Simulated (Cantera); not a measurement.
Stirred combustor or abatement burner

A perfectly stirred reactor is fed with H2 : O2 : N2 = 1 : 0.725 : 2.72 (molar parts), at 1.01 bar; it is adiabatic with a 425 K inlet, and is followed from long to short residence time, starting on the burning branch (τ in s: 0.3, 0.072, 0.017, 0.0041, 0.00096, 0.00023, 5.4e-05, 1.3e-05, 3.1e-06).

Detailed kinetics in Cantera: the H2/O2 subset of GRI-Mech 3.0, which has no nitrogen chemistry.

```csv
τ (s),T (K),x H2,x O2,x OH,x HO2,x H,x H2O,x O
0.30,2099,0.000693,0.0562,0.00387,2.51e-6,8.99e-5,0.250,0.000360
0.072,2095,0.000894,0.0561,0.00432,2.67e-6,0.000129,0.250,0.000453
0.017,2081,0.00162,0.0559,0.00563,3.41e-6,0.000310,0.248,0.000799
0.0041,2045,0.00362,0.0559,0.00805,5.95e-6,0.00107,0.244,0.00179
0.00096,1964,0.00811,0.0566,0.0110,1.25e-5,0.00390,0.235,0.00412
0.00023,1812,0.0154,0.0592,0.0124,2.46e-5,0.0117,0.220,0.00805
5.4e-5,1576,0.0263,0.0660,0.0104,4.43e-5,0.0268,0.198,0.0117
1.3e-5,425,0.225,0.163,<1e-12,<1e-12,<1e-12,<1e-12,<1e-12
3.1e-6,425,0.225,0.163,<1e-12,<1e-12,<1e-12,<1e-12,<1e-12
```
x: mole fraction; the columns are a selection and need not sum to one.
